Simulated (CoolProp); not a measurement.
R22 at several states: density (kg/m³) from the reference equation and from simpler models built on Tc = 96.1 °C, pc = 4.990 MPa, ω = 0.221; each cubic takes its own stable root.

Model: reference Helmholtz-energy equation of state, Kamei 1995, in CoolProp.

```tsv
T (°C)	p (MPa)	phase	reference	van der Waals	Soave-Redlich-Kwong	Peng-Robinson
-64.85	0.123	liquid	1477	6.318	1339	1510
-20.75	0.0316	gas	1.313	1.308	1.311	1.311
69.55	0.211	gas	6.527	6.502	6.524	6.536
48.95	0.0688	gas	2.238	2.234	2.238	2.239
-62.15	1.3	liquid	1472	886.5	1336	1506
```

At some of these states van der Waals gives the other phase, because its saturation line lies elsewhere.
